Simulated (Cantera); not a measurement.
Feed: 1 mol MgO, 0.12 mol O₂, 1.5 mol CO₂, at 875 K and 5330 Torr.

Method: chemical equilibrium by Gibbs-energy minimisation in Cantera with the NASA 1993 tables (ideal gas, pure condensed phases). Candidate condensed phases: C, Mg, MgCO₃, MgO; 15 gas species. Rates play no part.

Base state: CO₂ 0.926, O₂ 0.0741 (mole fractions); condensed: MgO(s).

Q: What changes in the equilibrium state with this change: MgO replaced by Fe₂O₃?

A: 
| species | before | after |
|---|---|---|
| CO₂ | 0.926 | 0.926 |
| O₂ | 0.0741 | 0.0741 |
| MgO(s), mol | 1.00 | 0 |
| Fe₂O₃(s), mol | 0 | 1.00 |
Further candidate phases: Fe, Fe(CO)₅, FeO, Fe₂O₃, Fe₃O₄.

Q: What changes in the equilibrium state with this change: MgO replaced by CaO?

A: 
```tsv
species	before	after
CO₂	0.926	0.806
O₂	0.0741	0.194
MgO(s), mol	1.00	0
CaCO₃(calcite), mol	0	1.00
```
Further candidate phases: Ca, CaCO₃, CaO.
